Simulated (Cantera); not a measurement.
Feed: 1 mol Si₂H₆, 0.31 mol O₂, 17 mol N₂, at 1.00 Torr.

Method: chemical equilibrium by Gibbs-energy minimisation in Cantera with the NASA 1993 tables (ideal gas, pure condensed phases). Candidate condensed phases: H₂O, Si, SiO₂, Si₂N₂O, Si₃N₄; 35 gas species. The feed counts by its element totals alone. N₂ is the only nitrogen source here; it is nearly inert below about 1500 K, so the nitride shown seldom forms there in practice. Mutual solubility and eutectic melting of coexisting phases are not modelled. The tables' values for SiN are old estimates; treat these amounts as uncertain. Equilibrium is a limit: real reactors are often held back by kinetics, nucleation or transport.

x: gas mole fraction; n: condensed amount in mol.

```tsv
T (°C)	x N₂	x H₂	x SiO	x Si	x H	x Si₂N	n Si₂N₂O(s)	n Si₃N₄(s)	n Si(l)
1027	0.841	0.159	1.78e-7	(withheld)	1.21e-5	<1e-12	0.620	0.253	0
1102	0.841	0.159	3.33e-6	(withheld)	3.74e-5	1.23e-11	0.620	0.253	0
1177	0.841	0.159	4.58e-5	(withheld)	0.000103	6.62e-10	0.619	0.254	0
1252	0.841	0.159	0.000483	(withheld)	0.000258	2.38e-8	0.611	0.256	0
1327	0.838	0.158	0.00407	(withheld)	0.000591	6.10e-7	0.543	0.279	0
1402	0.818	0.152	0.0284	(withheld)	0.00124	1.18e-5	0.0624	0.437	0
1477	0.822	0.144	0.0300	(withheld)	0.00242	3.27e-5	0	0	1.35
1552	0.820	0.142	0.0299	(withheld)	0.00455	7.26e-5	0	0	1.30
1627	0.813	0.139	0.0297	(withheld)	0.00811	0.000151	0	0	1.17
```

### Question
What belongs in the gaps?

### Answer

- 1027, x Si: 1.89e-10
- 1102, x Si: 6.22e-9
- 1177, x Si: 1.42e-7
- 1252, x Si: 2.37e-6
- 1327, x Si: 3.04e-5
- 1402, x Si: 0.000313
- 1477, x Si: 0.00113
- 1552, x Si: 0.00341
- 1627, x Si: 0.00946
